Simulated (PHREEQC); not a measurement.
## Brine (model solution)

Make-up at 15 °C: 2.2 mol NaBr, 0.043 mol BaCl2 and 0.0011 mol H4SiO4 per kg of water. Closed to the air; pH follows from the charge balance.

Equilibrium calculation in PHREEQC: Pitzer model, pitzer.dat.

Precipitation was switched off in this run.

Problem. What pH, osmotic coefficient, activity of water does the model give?

Solution. pH 6.05; osmotic coefficient 1.039; activity of water 0.919.

Complexes and solids missing from the database can't appear. In brines, pH and single-ion activities rest on the MacInnes convention.
